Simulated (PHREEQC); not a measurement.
# Acid mine or pickling water

Model water analysis in mmol/kgw, 77 °C, pH 3.34:

| constituent | mmol/kgw |
|---|---|
| Na | 80.1 |
| K | 3.16 |
| Ca | 2.21 |
| Mg | 0.902 |
| Cl | 8.46 |
| S(6) | 42.8 |
| Mn(2) | 0.0946 |
| Si | 0.0223 |

Cl is adjusted to close the charge balance.
Valence states are taken as typed.

Model: Pitzer model, pitzer.dat, run in PHREEQC.

ionic strength: 0.133 mol/kgw
specific conductance: 20500 µS/cm
density: 0.979 g/cm³
osmotic coefficient: 0.823
total alkalinity: -3.67 meq/kg

```json
[
 {"species": "Na+", "molality": "0.0801", "activity": "0.0576", "log γ": "-0.143"},
 {"species": "SO4-2", "molality": "0.0398", "activity": "0.0106", "log γ": "-0.575"},
 {"species": "Cl-", "molality": "0.00775", "activity": "0.00565", "log γ": "-0.137"},
 {"species": "K+", "molality": "0.00316", "activity": "0.00224", "log γ": "-0.149"},
 {"species": "HSO4-", "molality": "0.00300", "activity": "0.00219", "log γ": "-0.137"},
 {"species": "Ca+2", "molality": "0.00221", "activity": "0.000302", "log γ": "-0.864"},
 {"species": "Mg+2", "molality": "0.000902", "activity": "0.000156", "log γ": "-0.762"},
 {"species": "H+", "molality": "0.000673", "activity": "0.000457", "log γ": "-0.168"}
]
```

No solid was allowed to form. Complexes and solids missing from the database can't appear. At this temperature some constants are extrapolated from 25 °C, and those without enthalpy data are left unchanged.
